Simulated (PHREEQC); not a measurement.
A column of 0.2 m (40 cells, dispersivity 0.01 m, 60 s a shift, diffusion coefficient 3e-10 m²/s) holds 0.013 eq of the database's cation exchanger X per kg of pore water, first in equilibrium with 0.078 mol/kgw KCl, 0.011 mol/kgw (NH4)2SO4 and 1e-05 mol/kgw HCl. It is flushed with 3.3 mmol/kgw (NH4)2SO4 and 0.01 mmol/kgw HCl, at 40 °C. Values are for the last cell. CO2 from the air is kept out. No solid was allowed to form.

Computed with PHREEQC (ion-association model, phreeqc.dat).

```json
[
 {"pore volumes": "0", "Cl in solution (mol/kgw)": "0.0780", "K in solution (mol/kgw)": "0.0780", "NH4 in solution (mol/kgw)": "0.0220", "S in solution (mol/kgw)": "0.0110", "KX on the exchanger (mol/kgw)": "0.0106", "NH4X on the exchanger (mol/kgw)": "0.00243"},
 {"pore volumes": "0.4625", "Cl in solution (mol/kgw)": "0.0774", "K in solution (mol/kgw)": "0.0774", "NH4 in solution (mol/kgw)": "0.0218", "S in solution (mol/kgw)": "0.0109", "KX on the exchanger (mol/kgw)": "0.0106", "NH4X on the exchanger (mol/kgw)": "0.00243"},
 {"pore volumes": "0.6875", "Cl in solution (mol/kgw)": "0.0667", "K in solution (mol/kgw)": "0.0672", "NH4 in solution (mol/kgw)": "0.0193", "S in solution (mol/kgw)": "0.00989", "KX on the exchanger (mol/kgw)": "0.0105", "NH4X on the exchanger (mol/kgw)": "0.00246"},
 {"pore volumes": "1.137", "Cl in solution (mol/kgw)": "0.0222", "K in solution (mol/kgw)": "0.0250", "NH4 in solution (mol/kgw)": "0.00813", "S in solution (mol/kgw)": "0.00549", "KX on the exchanger (mol/kgw)": "0.0103", "NH4X on the exchanger (mol/kgw)": "0.00273"},
 {"pore volumes": "1.587", "Cl in solution (mol/kgw)": "0.00385", "K in solution (mol/kgw)": "0.00798", "NH4 in solution (mol/kgw)": "0.00321", "S in solution (mol/kgw)": "0.00368", "KX on the exchanger (mol/kgw)": "0.00979", "NH4X on the exchanger (mol/kgw)": "0.00321"},
 {"pore volumes": "2.038", "Cl in solution (mol/kgw)": "0.000512", "K in solution (mol/kgw)": "0.00463", "NH4 in solution (mol/kgw)": "0.00257", "S in solution (mol/kgw)": "0.00335", "KX on the exchanger (mol/kgw)": "0.00895", "NH4X on the exchanger (mol/kgw)": "0.00405"},
 {"pore volumes": "2.263", "Cl in solution (mol/kgw)": "0.000182", "K in solution (mol/kgw)": "0.00404", "NH4 in solution (mol/kgw)": "0.00277", "S in solution (mol/kgw)": "0.00332", "KX on the exchanger (mol/kgw)": "0.00833", "NH4X on the exchanger (mol/kgw)": "0.00467"},
 {"pore volumes": "2.712", "Cl in solution (mol/kgw)": "2.91e-5", "K in solution (mol/kgw)": "0.00313", "NH4 in solution (mol/kgw)": "0.00349", "S in solution (mol/kgw)": "0.00330", "KX on the exchanger (mol/kgw)": "0.00680", "NH4X on the exchanger (mol/kgw)": "0.00620"},
 {"pore volumes": "3.163", "Cl in solution (mol/kgw)": "1.20e-5", "K in solution (mol/kgw)": "0.00231", "NH4 in solution (mol/kgw)": "0.00429", "S in solution (mol/kgw)": "0.00330", "KX on the exchanger (mol/kgw)": "0.00517", "NH4X on the exchanger (mol/kgw)": "0.00783"},
 {"pore volumes": "3.612", "Cl in solution (mol/kgw)": "1.02e-5", "K in solution (mol/kgw)": "0.00162", "NH4 in solution (mol/kgw)": "0.00498", "S in solution (mol/kgw)": "0.00330", "KX on the exchanger (mol/kgw)": "0.00371", "NH4X on the exchanger (mol/kgw)": "0.00929"},
 {"pore volumes": "3.837", "Cl in solution (mol/kgw)": "1.01e-5", "K in solution (mol/kgw)": "0.00134", "NH4 in solution (mol/kgw)": "0.00526", "S in solution (mol/kgw)": "0.00330", "KX on the exchanger (mol/kgw)": "0.00309", "NH4X on the exchanger (mol/kgw)": "0.00991"},
 {"pore volumes": "4.287", "Cl in solution (mol/kgw)": "1.00e-5", "K in solution (mol/kgw)": "0.000887", "NH4 in solution (mol/kgw)": "0.00571", "S in solution (mol/kgw)": "0.00330", "KX on the exchanger (mol/kgw)": "0.00207", "NH4X on the exchanger (mol/kgw)": "0.0109"},
 {"pore volumes": "4.737", "Cl in solution (mol/kgw)": "1.00e-5", "K in solution (mol/kgw)": "0.000569", "NH4 in solution (mol/kgw)": "0.00603", "S in solution (mol/kgw)": "0.00330", "KX on the exchanger (mol/kgw)": "0.00135", "NH4X on the exchanger (mol/kgw)": "0.0117"},
 {"pore volumes": "4.963", "Cl in solution (mol/kgw)": "1.00e-5", "K in solution (mol/kgw)": "0.000452", "NH4 in solution (mol/kgw)": "0.00615", "S in solution (mol/kgw)": "0.00330", "KX on the exchanger (mol/kgw)": "0.00107", "NH4X on the exchanger (mol/kgw)": "0.0119"},
 {"pore volumes": "5.412", "Cl in solution (mol/kgw)": "1.00e-5", "K in solution (mol/kgw)": "0.000280", "NH4 in solution (mol/kgw)": "0.00632", "S in solution (mol/kgw)": "0.00330", "KX on the exchanger (mol/kgw)": "0.000667", "NH4X on the exchanger (mol/kgw)": "0.0123"},
 {"pore volumes": "5.862", "Cl in solution (mol/kgw)": "1.00e-5", "K in solution (mol/kgw)": "0.000170", "NH4 in solution (mol/kgw)": "0.00643", "S in solution (mol/kgw)": "0.00330", "KX on the exchanger (mol/kgw)": "0.000407", "NH4X on the exchanger (mol/kgw)": "0.0126"},
 {"pore volumes": "6.312", "Cl in solution (mol/kgw)": "1.00e-5", "K in solution (mol/kgw)": "0.000101", "NH4 in solution (mol/kgw)": "0.00650", "S in solution (mol/kgw)": "0.00330", "KX on the exchanger (mol/kgw)": "0.000244", "NH4X on the exchanger (mol/kgw)": "0.0128"},
 {"pore volumes": "6.537", "Cl in solution (mol/kgw)": "1.00e-5", "K in solution (mol/kgw)": "7.80e-5", "NH4 in solution (mol/kgw)": "0.00652", "S in solution (mol/kgw)": "0.00330", "KX on the exchanger (mol/kgw)": "0.000187", "NH4X on the exchanger (mol/kgw)": "0.0128"},
 {"pore volumes": "6.987", "Cl in solution (mol/kgw)": "1.00e-5", "K in solution (mol/kgw)": "4.57e-5", "NH4 in solution (mol/kgw)": "0.00655", "S in solution (mol/kgw)": "0.00330", "KX on the exchanger (mol/kgw)": "0.000110", "NH4X on the exchanger (mol/kgw)": "0.0129"}
]
```

Species that the database lacks are ignored. Constants without temperature data keep their 25 °C values here.
